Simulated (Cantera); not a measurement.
A closed system holds: 1 mol SiH2Cl2, 1 mol NH3, 3.2 mol H2, held at 1898.15 K.

Cantera equilibrium calculation (NASA polynomials, part measured and part estimated; ideal gas, pure solids and liquids). Candidate condensed phases: NH4Cl, Si, Si3N4; 28 gas species. Mutual solubility and eutectic melting of coexisting phases are not modelled. Gases not in the tables: Si2H6 and higher silanes. The numbers say what is thermodynamically allowed, not how fast it happens.

What share of the Si ends up in condensed phases as a function of P (Pa), at 5, 36, 260, 1900, 14000, 100000?


```tsv
P (Pa)	Si condensed (%)	as
5	0.0	-
36	20.5	Si(l)
260	45.0	Si(l)
1900	48.5	Si(l)
14000	49.1	Si(l)
100000	49.3	Si(l) + Si3N4(s)
```
